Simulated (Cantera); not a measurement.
A perfectly stirred reactor is fed with CO : O2 : H2O : N2 = 0.025 : 0.042 : 0.095 : 1 (molar parts), at 10.0 bar; it is held at 1300 K, and followed from long to short residence time.

Detailed kinetics in Cantera: GRI-Mech 3.0 (53 species, 325 reactions).

### Question
What does this change do: temperature 1300 to 1275 K?

### Answer
| quantity | before | after |
|---|---|---|
| x(CO) at τ = 19.0 s | 1.28e-5 | 2.14e-5 |
| x(O2) at τ = 19.0 s | 0.0257 | 0.0257 |
| x(H2O) at τ = 19.0 s | 0.0826 | 0.0826 |
| x(H2) at τ = 19.0 s | 2.50e-7 | 3.74e-7 |
| x(NO2) at τ = 19.0 s | 5.26e-10 | 4.88e-10 |
| x(CO) at τ = 0.250 s | 0.000683 | 0.000986 |
| x(O2) at τ = 0.250 s | 0.0260 | 0.0261 |
| x(H2O) at τ = 0.250 s | 0.0826 | 0.0826 |
| x(H2) at τ = 0.250 s | 1.11e-5 | 1.39e-5 |
| x(NO2) at τ = 0.250 s | 8.01e-9 | 8.42e-9 |

### Question
What does this change do: 0.028 parts CH4 added?

### Answer
```
quantity                 before     after
---------------------  --------  --------
x(CO) at τ = 19.0 s     1.28e-5   0.00788
x(O2) at τ = 19.0 s      0.0257  0.000202
x(H2O) at τ = 19.0 s     0.0826     0.104
x(H2) at τ = 19.0 s     2.50e-7    0.0104
x(NO2) at τ = 19.0 s   5.26e-10  1.48e-12
x(CO) at τ = 0.250 s   0.000683    0.0166
x(O2) at τ = 0.250 s     0.0260   0.00235
x(H2O) at τ = 0.250 s    0.0826     0.107
x(H2) at τ = 0.250 s    1.11e-5   0.00762
x(NO2) at τ = 0.250 s   8.01e-9  1.12e-10
```
The temperature is held fixed by assumption; the heat of reaction is taken as removed at once.
